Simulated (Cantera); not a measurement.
A diamond (100) surface in a fixed gas of H2 with x(CH4) = 0.0026, x(H) = 0.0072, at 1175 K, 0.260 bar; coverages are run to steady state.

Cantera simulation using the Harris–Goodwin 1993 mechanism for the reconstructed diamond (100) surface; the numbers are that mechanism's predictions, not measurements.

θ: site fractions in the mechanism's names (c6HH fully hydrogenated, c6H* and c6*H radical sites, c6** diradical, c6HM methylated).

```csv
x(CH3),growth (µm/h),θ c6HH,θ c6H*,θ c6*H,θ c6**,θ c6HM
1e-06,?,0.457,0.0361,0.480,0.0268,3.18e-5
2.3e-06,?,0.457,0.0361,0.480,0.0268,7.32e-5
5.2e-06,?,0.457,0.0361,0.480,0.0268,0.000165
1.2e-05,?,0.457,0.0361,0.479,0.0267,0.000381
2.7e-05,?,0.457,0.0360,0.479,0.0267,0.000857
6.1e-05,?,0.456,0.0360,0.478,0.0266,0.00193
0.00014,?,0.454,0.0358,0.476,0.0264,0.00441
0.00031,?,0.451,0.0355,0.472,0.0261,0.00966
0.00071,?,0.442,0.0348,0.462,0.0252,0.0216
```

**Question.** What belongs in the gaps?

**Answer.** 
- 1e-06, growth (µm/h): 0.217
- 2.3e-06, growth (µm/h): 0.498
- 5.2e-06, growth (µm/h): 1.13
- 1.2e-05, growth (µm/h): 2.60
- 2.7e-05, growth (µm/h): 5.84
- 6.1e-05, growth (µm/h): 13.2
- 0.00014, growth (µm/h): 30.0
- 0.00031, growth (µm/h): 65.8
- 0.00071, growth (µm/h): 147
